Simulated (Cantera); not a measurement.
## Hydrocarbon pyrolysis for carbon deposition

An isothermal, constant-pressure homogeneous reactor starts with 1.05 % CH4, 98.9 % H2, at 1850 K and 0.0170 bar.

Computed with Cantera and GRI-Mech 3.0 (53 species, 325 reactions). GRI-Mech 3.0 stops at C3 and has no aromatics, soot or wall deposition, so with more carbon than oxygen in the feed, carbon stays in small species such as C2H2 where larger ones or solid carbon would form. Radical loss at walls, strong at low pressure, is not modelled.

```json
[
 {"t (s)": "2.00e-6", "x CH4": "0.0105", "x H2": "0.989", "x C2H": "<1e-12", "x CH3": "5.68e-8", "x CH2": "<1e-12", "x C2H6": "<1e-12"},
 {"t (s)": "7.41e-6", "x CH4": "0.0105", "x H2": "0.989", "x C2H": "<1e-12", "x CH3": "1.96e-7", "x CH2": "<1e-12", "x C2H6": "<1e-12"},
 {"t (s)": "2.75e-5", "x CH4": "0.0105", "x H2": "0.989", "x C2H": "<1e-12", "x CH3": "5.82e-7", "x CH2": "<1e-12", "x C2H6": "<1e-12"},
 {"t (s)": "0.000102", "x CH4": "0.0105", "x H2": "0.989", "x C2H": "<1e-12", "x CH3": "1.47e-6", "x CH2": "7.09e-12", "x C2H6": "1.66e-12"},
 {"t (s)": "0.000378", "x CH4": "0.0105", "x H2": "0.989", "x C2H": "<1e-12", "x CH3": "4.33e-6", "x CH2": "8.65e-11", "x C2H6": "3.73e-11"},
 {"t (s)": "0.00140", "x CH4": "0.0105", "x H2": "0.989", "x C2H": "<1e-12", "x CH3": "1.49e-5", "x CH2": "1.16e-9", "x C2H6": "7.22e-10"},
 {"t (s)": "0.00519", "x CH4": "0.0105", "x H2": "0.989", "x C2H": "<1e-12", "x CH3": "5.37e-5", "x CH2": "1.57e-8", "x C2H6": "1.02e-8"},
 {"t (s)": "0.0193", "x CH4": "0.0103", "x H2": "0.989", "x C2H": "1.23e-10", "x CH3": "0.000191", "x CH2": "1.98e-7", "x C2H6": "1.00e-7"},
 {"t (s)": "0.0714", "x CH4": "0.00899", "x H2": "0.987", "x C2H": "1.42e-8", "x CH3": "0.000476", "x CH2": "1.34e-6", "x C2H6": "3.52e-7"},
 {"t (s)": "0.265", "x CH4": "0.00453", "x H2": "0.989", "x C2H": "1.07e-7", "x CH3": "0.000323", "x CH2": "1.26e-6", "x C2H6": "1.28e-7"},
 {"t (s)": "0.981", "x CH4": "0.00133", "x H2": "0.990", "x C2H": "1.90e-7", "x CH3": "0.000105", "x CH2": "4.74e-7", "x C2H6": "1.24e-8"},
 {"t (s)": "3.64", "x CH4": "0.000332", "x H2": "0.991", "x C2H": "2.23e-7", "x CH3": "2.75e-5", "x CH2": "1.32e-7", "x C2H6": "8.19e-10"},
 {"t (s)": "13.5", "x CH4": "9.31e-5", "x H2": "0.991", "x C2H": "2.31e-7", "x CH3": "7.80e-6", "x CH2": "3.81e-8", "x C2H6": "7.15e-11"},
 {"t (s)": "50.0", "x CH4": "4.97e-5", "x H2": "0.991", "x C2H": "2.32e-7", "x CH3": "4.17e-6", "x CH2": "2.04e-8", "x C2H6": "2.53e-11"}
]
```
x: mole fraction; the columns are a selection and need not sum to one.

Equilibrium at this temperature and pressure: CH4 4.85e-5, H2 0.991, C2H 2.32e-7, CH3 4.06e-6, CH2 1.99e-8, C2H6 2.44e-11 (gas phase only).
